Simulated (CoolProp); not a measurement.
Saturation properties of sulfur hexafluoride (Tc = 45.6 °C, pc = 3.755 MPa, ω = 0.210).

Model: reference Helmholtz-energy equation of state, Guder 2009, in CoolProp.

```json
[
 {"T (°C)": "-40.85", "p (MPa)": "0.3298", "vapour Z": "0.9098", "surface tension (mN/m)": "10.2", "liquid viscosity (µPa s)": "361", "vapour viscosity (µPa s)": "12.4"},
 {"T (°C)": "-36.45", "p (MPa)": "0.3899", "vapour Z": "0.8985", "surface tension (mN/m)": "9.55", "liquid viscosity (µPa s)": "337", "vapour viscosity (µPa s)": "12.6"},
 {"T (°C)": "-32.05", "p (MPa)": "0.4578", "vapour Z": "0.8864", "surface tension (mN/m)": "8.91", "liquid viscosity (µPa s)": "315", "vapour viscosity (µPa s)": "12.9"},
 {"T (°C)": "-27.55", "p (MPa)": "0.5361", "vapour Z": "0.8731", "surface tension (mN/m)": "8.25", "liquid viscosity (µPa s)": "293", "vapour viscosity (µPa s)": "13.1"},
 {"T (°C)": "-23.15", "p (MPa)": "0.6220", "vapour Z": "0.8592", "surface tension (mN/m)": "7.62", "liquid viscosity (µPa s)": "273", "vapour viscosity (µPa s)": "13.4"},
 {"T (°C)": "-18.75", "p (MPa)": "0.7176", "vapour Z": "0.8442", "surface tension (mN/m)": "7.01", "liquid viscosity (µPa s)": "254", "vapour viscosity (µPa s)": "13.7"},
 {"T (°C)": "-14.35", "p (MPa)": "0.8238", "vapour Z": "0.8282", "surface tension (mN/m)": "6.40", "liquid viscosity (µPa s)": "236", "vapour viscosity (µPa s)": "13.9"},
 {"T (°C)": "-9.95", "p (MPa)": "0.9411", "vapour Z": "0.8111", "surface tension (mN/m)": "5.81", "liquid viscosity (µPa s)": "219", "vapour viscosity (µPa s)": "14.2"},
 {"T (°C)": "-5.45", "p (MPa)": "1.074", "vapour Z": "0.7924", "surface tension (mN/m)": "5.21", "liquid viscosity (µPa s)": "203", "vapour viscosity (µPa s)": "14.5"},
 {"T (°C)": "-1.05", "p (MPa)": "1.216", "vapour Z": "0.7728", "surface tension (mN/m)": "4.65", "liquid viscosity (µPa s)": "188", "vapour viscosity (µPa s)": "14.8"},
 {"T (°C)": "3.35", "p (MPa)": "1.372", "vapour Z": "0.7519", "surface tension (mN/m)": "4.09", "liquid viscosity (µPa s)": "174", "vapour viscosity (µPa s)": "15.2"},
 {"T (°C)": "7.75", "p (MPa)": "1.542", "vapour Z": "0.7293", "surface tension (mN/m)": "3.56", "liquid viscosity (µPa s)": "161", "vapour viscosity (µPa s)": "15.6"},
 {"T (°C)": "12.25", "p (MPa)": "1.731", "vapour Z": "0.7044", "surface tension (mN/m)": "3.03", "liquid viscosity (µPa s)": "149", "vapour viscosity (µPa s)": "16.0"},
 {"T (°C)": "16.65", "p (MPa)": "1.933", "vapour Z": "0.6780", "surface tension (mN/m)": "2.52", "liquid viscosity (µPa s)": "137", "vapour viscosity (µPa s)": "16.5"},
 {"T (°C)": "21.05", "p (MPa)": "2.152", "vapour Z": "0.6491", "surface tension (mN/m)": "2.04", "liquid viscosity (µPa s)": "126", "vapour viscosity (µPa s)": "17.1"}
]
```

Viscosity comes from a separate model (Quiñones-Cisneros 2012). Surface tension comes from a separate correlation (Mulero 2012).
